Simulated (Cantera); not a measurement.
What does this Cantera script print?

```python
import numpy as np
import cantera as ct

gas_names = """
    B BCL BCL2 BCL3 BH BH2 BH3 BN B2 CL CL2 H HCL H2 N NH NH2 NH3 N2 N2H2 N2H4
""".split()
cond_names = """
    B(b) B(L) BN(s) NH4CL(a) NH4CL(b)
""".split()


# ... load() reads the species with a 1 bar reference pressure and builds the phases ...
atoms = {
    'BN': {'B': 1, 'N': 1},
    'HCl': {'H': 1, 'CL': 1},
}
top_T = {'BN(s)': 3200}  # K; cautious upper limits of use, not melting points


# ... equilibrate(T, P, feed) seeds the gas with the atoms and calls Mixture.equilibrate('TP', solver="vcs", rtol=1e-11, max_steps=5000) ...
results = []
T = 1425  # K
P = 190  # Pa
for m in [8.2, 11, 16, 22, 30, 42, 59, 81]:
    feed = {'BN': 1, 'HCl': m}  # mol
    mix = equilibrate(T, P, feed)
    results.append((T, P, feed, dict(zip(mix.species_names, mix.species_moles))))
    x = sorted(zip(gas.X, gas.species_names), reverse=True)
    print(f"T = {T:g} K  P = {P:g} Pa  n(HCl) = {m:g} mol  gas = {mix.phase_moles(0):.4g} mol")
    print("   x: " + "  ".join(f"{s} {v:.3e}" for v, s in x if v > 1e-06))
    print("   condensed (mol): " + ("  ".join(f"{mix.phase(i).name} {mix.phase_moles(i):.4g}"
          for i in range(1, mix.n_phases) if mix.phase_moles(i) > 1e-12) or "none"))
```

It prints:

```
T = 1425 K  P = 190 Pa  n(HCl) = 8.2 mol  gas = 8.203 mol
   x: HCL 8.727e-01  H2 6.348e-02  BCL3 4.206e-02  N2 2.113e-02  CL 4.439e-04  BCL2 1.712e-04  H 3.943e-05  BCL 2.839e-05
   condensed (mol): BN(s) 0.6534
T = 1425 K  P = 190 Pa  n(HCl) = 11 mol  gas = 11 mol
   x: HCL 8.727e-01  H2 6.348e-02  BCL3 4.206e-02  N2 2.113e-02  CL 4.439e-04  BCL2 1.712e-04  H 3.943e-05  BCL 2.839e-05
   condensed (mol): BN(s) 0.535
T = 1425 K  P = 190 Pa  n(HCl) = 16 mol  gas = 16.01 mol
   x: HCL 8.727e-01  H2 6.348e-02  BCL3 4.206e-02  N2 2.113e-02  CL 4.439e-04  BCL2 1.712e-04  H 3.943e-05  BCL 2.839e-05
   condensed (mol): BN(s) 0.3236
T = 1425 K  P = 190 Pa  n(HCl) = 22 mol  gas = 22.01 mol
   x: HCL 8.727e-01  H2 6.348e-02  BCL3 4.206e-02  N2 2.113e-02  CL 4.439e-04  BCL2 1.712e-04  H 3.943e-05  BCL 2.839e-05
   condensed (mol): BN(s) 0.07
T = 1425 K  P = 190 Pa  n(HCl) = 30 mol  gas = 30.01 mol
   x: HCL 8.993e-01  H2 5.015e-02  BCL3 3.319e-02  N2 1.666e-02  CL 5.146e-04  BCL2 1.165e-04  H 3.505e-05  BCL 1.666e-05
   condensed (mol): none
T = 1425 K  P = 190 Pa  n(HCl) = 42 mol  gas = 42.02 mol
   x: HCL 9.277e-01  H2 3.596e-02  BCL3 2.372e-02  N2 1.190e-02  CL 6.269e-04  BCL2 6.839e-05  H 2.968e-05  BCL 8.028e-06
   condensed (mol): none
T = 1425 K  P = 190 Pa  n(HCl) = 59 mol  gas = 59.02 mol
   x: HCL 9.480e-01  H2 2.576e-02  BCL3 1.690e-02  N2 8.471e-03  CL 7.570e-04  BCL2 4.034e-05  H 2.512e-05  BCL 3.921e-06
   condensed (mol): none
T = 1425 K  P = 190 Pa  n(HCl) = 81 mol  gas = 81.04 mol
   x: HCL 9.616e-01  H2 1.893e-02  BCL3 1.231e-02  N2 6.170e-03  CL 8.956e-04  BCL2 2.485e-05  H 2.153e-05  BCL 2.042e-06  CL2 1.291e-06
   condensed (mol): none
```

Method: chemical equilibrium by Gibbs-energy minimisation in Cantera with the NASA 1993 tables (ideal gas, pure condensed phases). The tables' values for BCl2, BCl are old estimates; treat these amounts as uncertain. Gases not in the tables: BHCl2.
